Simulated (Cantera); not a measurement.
Input: 1 mol Al, 0.83 mol Cl2, 49 mol N2, at 450 K and 25000 Pa.

Cantera equilibrium calculation (NASA polynomials, part measured and part estimated; ideal gas, pure solids and liquids). Candidate condensed phases: Al, AlCl3, AlN; 11 gas species. Rates play no part.

Base state: N2 0.994, Al2Cl6 0.00561, AlCl3 6.61e-5 (mole fractions); condensed: AlN(s).

Question: What changes in the equilibrium state with this change: Cl2 from 0.83 to 1.1 mol?

Answer: 
```tsv
species	before	after
N2	0.994	0.993
Al2Cl6	0.00561	0.00741
AlCl3	6.61e-5	7.59e-5
AlN(s), mol	0.447	0.267
```
